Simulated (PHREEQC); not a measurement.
## Copper plating or etch bath (model solution)

Make-up at 20 °C: 0.043 mol/kgw Cu(NO3)2 and 9.2e-05 mol/kgw HNO3. Closed to the air; pH follows from the charge balance.

Equilibrium calculation in PHREEQC: ion-association model, phreeqc.dat.

```json
{
  "pH": "4.09",
  "ionic_strength": "0.129 mol/kgw",
  "specific_conductance": "7320 µS/cm",
  "density": "1.005 g/cm³",
  "total_alkalinity": "-0.0920 meq/kg"
}
```

| species | molality | activity | log γ |
|---|---|---|---|
| NO3- | 0.0861 | 0.0632 | -0.134 |
| Cu+2 | 0.0430 | 0.0161 | -0.426 |
| H+ | 0.000101 | 8.20e-5 | -0.088 |
| Cu2(OH)2+2 | 2.91e-6 | 1.02e-6 | -0.456 |
| CuOH+ | 2.61e-6 | 1.96e-6 | -0.124 |
| Cu(OH)2 | 4.84e-8 | 4.98e-8 | 0.013 |

Precipitation was switched off in this run.
